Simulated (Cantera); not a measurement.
An isothermal, constant-pressure homogeneous reactor starts with 61.0 % NH₃, 39.0 % N₂, at 1300 K and 428 Torr.

Cantera simulation using the gas-phase N/H chemistry of the illustrative SiF4/NH3 mechanism in the Surface Chemkin manual (1991); the numbers are that mechanism's predictions, not measurements. Walls and surfaces, which speed up NH3 decomposition in real reactors, are not modelled.

Problem. Predict: x(NH₃) at 300 s; x(NH) at 300 s; x(N₂) at 300 s; x(N₂H₄) at 300 s; x(H₂) at 300 s.

Solution. 
| Property | Value |
|---|---|
| x(NH₃) at 300 s | 0.538 (gas-phase equilibrium 1.95e-5) |
| x(NH) at 300 s | 3.19e-9 (gas-phase equilibrium <1e-12) |
| x(N₂) at 300 s | 0.395 (gas-phase equilibrium 0.432) |
| x(N₂H₄) at 300 s | 3.43e-8 (gas-phase equilibrium <1e-12) |
| x(H₂) at 300 s | 0.0672 (gas-phase equilibrium 0.568) |
